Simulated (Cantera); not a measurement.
A Cantera script and what it prints.

```python
import numpy as np
import cantera as ct

gas_names = """
    B BH BH2 BH3 BN B2 H H2 N NH NH2 NH3 N2 N2H2 N2H4
""".split()
cond_names = """
    B(b) B(L) BN(s)
""".split()


def load(file, names, dense=False):
    # The tables refer to 1 bar. Condensed volumes are neglected.
    table = {s.name: s for s in ct.Species.list_from_file(file)}
    out = []
    for n in names:
        d = dict(table[n].input_data)
        d["thermo"] = dict(d["thermo"], **{"reference-pressure": 1e5})
        if dense:
            d["equation-of-state"] = {"model": "constant-volume", "density": "1e6 g/cm^3"}
        out.append(ct.Species.from_dict(d))
    return out


gas = ct.Solution(thermo="ideal-gas", species=load("nasa_gas.yaml", gas_names))
cond = {s.name: ct.Solution(thermo="fixed-stoichiometry", species=[s], name=s.name)
        for s in load("nasa_condensed.yaml", cond_names, dense=True)}
atoms = {
    'B2H6': {'B': 2, 'H': 6},
    'NH3': {'N': 1, 'H': 3},
    'H2': {'H': 2},
}
top_T = {'BN(s)': 3200}  # K; cautious upper limits of use, not melting points


def equilibrate(T, P, feed):
    n = {}
    for name, mol in feed.items():
        for a, k in atoms[name].items():
            n[a] = n.get(a, 0.0) + k * mol
    gas.TPX = T, P, n
    mass = sum(n.values()) * gas.mean_molecular_weight
    gas.equilibrate("TP")
    valid = [c for c in cond.values() if c.min_temp <= T <= top_T.get(c.name, c.max_temp)]
    mix = ct.Mixture([(gas, mass / gas.mean_molecular_weight)] + [(c, 0.0) for c in valid])
    mix.T, mix.P = T, P
    mix.equilibrate("TP", solver="vcs", rtol=1e-11, max_steps=5000)
    return mix


results = []
feed = {'B2H6': 1, 'NH3': 0.73, 'H2': 0.21}  # mol
P = 10000  # Pa
for T in [750, 900, 1050, 1200, 1350, 1500, 1650, 1800, 1950, 2100, 2250, 2400]:
    mix = equilibrate(T, P, feed)
    results.append((T, P, feed, dict(zip(mix.species_names, mix.species_moles))))
    x = sorted(zip(gas.X, gas.species_names), reverse=True)
    print(f"T = {T:g} K  P = {P:g} Pa  gas = {mix.phase_moles(0):.4g} mol")
    print("   x: " + "  ".join(f"{s} {v:.3e}" for v, s in x if v > 0.0001))
    print("   condensed (mol): " + ("  ".join(f"{mix.phase(i).name} {mix.phase_moles(i):.4g}"
          for i in range(1, mix.n_phases) if mix.phase_moles(i) > 1e-12) or "none"))
```

It prints:

```
T = 750 K  P = 10000 Pa  gas = 4.305 mol
   x: H2 1.000e+00
   condensed (mol): B(b) 1.27  BN(s) 0.73
T = 900 K  P = 10000 Pa  gas = 4.305 mol
   x: H2 1.000e+00
   condensed (mol): B(b) 1.27  BN(s) 0.73
T = 1050 K  P = 10000 Pa  gas = 4.305 mol
   x: H2 1.000e+00
   condensed (mol): B(b) 1.27  BN(s) 0.73
T = 1200 K  P = 10000 Pa  gas = 4.305 mol
   x: H2 1.000e+00
   condensed (mol): B(b) 1.27  BN(s) 0.73
T = 1350 K  P = 10000 Pa  gas = 4.305 mol
   x: H2 1.000e+00
   condensed (mol): B(b) 1.27  BN(s) 0.73
T = 1500 K  P = 10000 Pa  gas = 4.305 mol
   x: H2 9.999e-01
   condensed (mol): B(b) 1.27  BN(s) 0.73
T = 1650 K  P = 10000 Pa  gas = 4.306 mol
   x: H2 9.997e-01  H 2.872e-04
   condensed (mol): B(b) 1.27  BN(s) 0.73
T = 1800 K  P = 10000 Pa  gas = 4.308 mol
   x: H2 9.987e-01  H 1.132e-03  BH2 1.300e-04
   condensed (mol): B(b) 1.27  BN(s) 0.7296
T = 1950 K  P = 10000 Pa  gas = 4.315 mol
   x: H2 9.955e-01  H 3.617e-03  N2 5.474e-04  BH2 3.470e-04
   condensed (mol): B(b) 1.273  BN(s) 0.7253
T = 2100 K  P = 10000 Pa  gas = 4.347 mol
   x: H2 9.845e-01  H 9.776e-03  N2 4.874e-03  BH2 7.955e-04
   condensed (mol): B(b) 1.309  BN(s) 0.6876
T = 2250 K  P = 10000 Pa  gas = 4.502 mol
   x: H2 9.432e-01  N2 3.236e-02  H 2.281e-02  BH2 1.574e-03
   condensed (mol): B(b) 1.554  BN(s) 0.4386
T = 2400 K  P = 10000 Pa  gas = 4.784 mol
   x: H2 8.737e-01  N2 7.629e-02  H 4.702e-02  BH2 2.599e-03  B 3.188e-04
   condensed (mol): B(L) 1.986
```

Method: chemical equilibrium by Gibbs-energy minimisation in Cantera with the NASA 1993 tables (ideal gas, pure condensed phases). The feed counts by its element totals alone. Mutual solubility and eutectic melting of coexisting phases are not modelled. The tables' values for BH2 are old estimates; treat these amounts as uncertain. Gases not in the tables: B2H6 and higher boranes.
